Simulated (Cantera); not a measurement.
A closed system holds: 1 mol SF6, 0.71 mol O2, 14 mol H2, equilibrated at 2023.15 K and 3500000 Pa.

Equilibrium computed with Cantera from the NASA thermochemical tables; the gas is ideal and each condensed phase is pure. The ideal-gas law is rough above about 30 bar. Kinetics and transport are ignored.

```tsv
species	before	after
H2	0.507	0.496
HF	0.352	0.336
H2O	0.0833	0.0735
H	0.000229	0.0406
H2S	0.0547	0.0153
SH	0.00176	0.0203
O	1.29e-9	0.000118
F	7.17e-8	0.000268
OH	3.92e-6	0.00242
SF	7.34e-8	2.71e-5
S	2.06e-5	0.00648
SO	1.93e-5	0.00301
```
Gas species are given as mole fractions.

**Question.** Name the change that produced these shifts.
(A) temperature from 2023.15 K to 2825 K
(B) temperature from 2023.15 K to 825 K
(C) temperature from 2023.15 K to 2998.15 K
(D) temperature from 2023.15 K to 3273 K

**Answer.** D, temperature from 2023.15 K to 3273 K
